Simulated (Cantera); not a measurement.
Charge: 1 mol Si, 0.0066 mol O2, 55 mol N2, held at 1.33 mbar.

Equilibrium computed with Cantera from the NASA thermochemical tables; the gas is ideal and each condensed phase is pure. Candidate condensed phases: Si, SiO2, Si2N2O, Si3N4; 16 gas species. The tables' values for SiN are old estimates; treat these amounts as uncertain. Equilibrium is a limit: real reactors are often held back by kinetics, nucleation or transport.

x: gas mole fraction; n: condensed amount in mol.

| T (K) | x N2 | x Si | x SiO | x Si2N | n Si(l) |
|---|---|---|---|---|---|
| 1800 | 0.997 | 0.00238 | 0.000239 | [?] | 0.844 |
| 1825 | 0.996 | 0.00341 | 0.000239 | [?] | 0.784 |
| 1850 | 0.995 | 0.00484 | 0.000239 | [?] | 0.699 |
| 1875 | 0.993 | 0.00679 | 0.000238 | [?] | 0.583 |
| 1900 | 0.990 | 0.00946 | 0.000238 | [?] | 0.425 |
| 1925 | 0.986 | 0.0131 | 0.000237 | [?] | 0.211 |
| 1950 | 0.983 | 0.0166 | 0.000236 | 0.000227 | 0 |
| 1975 | 0.982 | 0.0169 | 0.000236 | [?] | 0 |
| 2000 | 0.982 | 0.0170 | 0.000236 | [?] | 0 |
| 2025 | 0.982 | 0.0172 | 0.000236 | [?] | 0 |
| 2050 | 0.982 | 0.0172 | 0.000236 | [?] | 0 |
| 2075 | 0.982 | 0.0173 | 0.000236 | [?] | 0 |
| 2100 | 0.982 | 0.0174 | 0.000236 | [?] | 0 |
| 2125 | 0.982 | 0.0174 | 0.000236 | [?] | 0 |

Some entries are withheld; supply them.


- 1800, x Si2N: 6.19e-5
- 1825, x Si2N: 8.01e-5
- 1850, x Si2N: 0.000103
- 1875, x Si2N: 0.000131
- 1900, x Si2N: 0.000166
- 1925, x Si2N: 0.000209
- 1975, x Si2N: 0.000158
- 2000, x Si2N: 0.000110
- 2025, x Si2N: 7.68e-5
- 2050, x Si2N: 5.40e-5
- 2075, x Si2N: 3.81e-5
- 2100, x Si2N: 2.71e-5
- 2125, x Si2N: 1.94e-5
